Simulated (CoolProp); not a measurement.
Fluoroethane (R161) along the isotherm 296.3 K: fugacity coefficient from the reference equation and from simpler models built on Tc = 375.2 K, pc = 5.010 MPa, ω = 0.216; each cubic takes its own stable root.

Model: reference Helmholtz-energy equation of state, Wu 2012, in CoolProp.

```csv
p (MPa),phase,reference,Redlich-Kwong,Soave-Redlich-Kwong
0.357,gas,0.9450,0.9531,0.9499
0.714,gas,0.8898,0.9064,0.9002
1.07,liquid,0.7133,0.8600,0.7306
1.43,liquid,0.5390,0.6764,0.5532
1.79,liquid,0.4348,0.5470,0.4472
2.14,liquid,0.3672,0.4630,0.3783
2.5,liquid,0.3174,0.4012,0.3276
2.86,liquid,0.2802,0.3550,0.2898
3.21,liquid,0.2520,0.3200,0.2611
3.57,liquid,0.2288,0.2912,0.2375
3.93,liquid,0.2099,0.2677,0.2183
4.29,liquid,0.1941,0.2482,0.2023
4.64,liquid,0.1812,0.2322,0.1891
5,liquid,0.1698,0.2181,0.1776
```

At some of these states Redlich-Kwong gives the other phase, because its saturation line lies elsewhere.
